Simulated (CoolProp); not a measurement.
Vapour-liquid equilibrium of p-xylene (1) + n-undecane (2) at 6.01 kPa; x and y are mole fractions of (1).

The numbers come from the multi-fluid Helmholtz-energy mixture model, Zhou 2012 and Aleksandrov 2011; pair parameters Bell 2016 in CoolProp.

```tsv
x	bubble temperature (K)	y at the bubble point	dew temperature at overall composition x (K)	liquid density (mol/L)
0.05	374.3	0.265	379.3	4.437
0.2	360.5	0.667	375.9	4.833
0.35	351.1	0.829	371.9	5.255
0.5	344.3	0.908	367.2	5.721
0.65	339.0	0.951	361.3	6.245
0.8	334.8	0.978	353.1	6.847
0.95	331.2	0.996	339.2	7.546
```

No azeotrope shows between x = 0.05 and 0.95.

The pair parameters rest on a limited set of measurements; away from them the model extrapolates.
